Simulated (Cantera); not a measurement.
Input (Python, Cantera) and output of one run.

```python
import numpy as np
import cantera as ct

gas_names = """
    H HNO HNO2 HNO3 HO2 H2 H2O H2O2 N NH NH2 NH3 NH2OH NO NO2 NO3 N2 N2H2 N2H4 N2O O OH O2 O3 Pb PbO Pb2
""".split()
cond_names = """
    H2O(s) H2O(L) Pb(cr) Pb(L) PbO(rd) PbO(yw) PbO(L) PbO2(s) Pb3O4(s)
""".split()


# ... load() reads the species with a 1 bar reference pressure and builds the phases ...
atoms = {
    'PbO': {'Pb': 1, 'O': 1},
    'H2': {'H': 2},
    'N2': {'N': 2},
}
top_T = {'Pb3O4(s)': 820}  # K; cautious upper limits of use, not melting points


# ... equilibrate(T, P, feed) seeds the gas with the atoms and calls Mixture.equilibrate('TP', solver="vcs", rtol=1e-11, max_steps=5000) ...
results = []
feed = {'PbO': 1, 'H2': 0.17, 'N2': 0.59}  # mol
T = 1048  # K
P = 100  # Pa
mix = equilibrate(T, P, feed)
results.append((T, P, feed, dict(zip(mix.species_names, mix.species_moles))))
x = sorted(zip(gas.X, gas.species_names), reverse=True)
print(f"T = {T:g} K  P = {P:g} Pa  gas = {mix.phase_moles(0):.4g} mol")
print("   x: " + "  ".join(f"{s} {v:.3e}" for v, s in x if v > 0.0001))
print("   condensed (mol): " + ("  ".join(f"{mix.phase(i).name} {mix.phase_moles(i):.4g}"
      for i in range(1, mix.n_phases) if mix.phase_moles(i) > 1e-12) or "none"))
```

Output:

```
T = 1048 K  P = 100 Pa  gas = 0.7967 mol
   x: N2 7.405e-01  H2O 2.133e-01  Pb 4.469e-02  PbO 1.394e-03
   condensed (mol): Pb(L) 0.1344  PbO(yw) 0.8289
```

Method: chemical equilibrium by Gibbs-energy minimisation in Cantera with the NASA 1993 tables (ideal gas, pure condensed phases). Mutual solubility and eutectic melting of coexisting phases are not modelled.
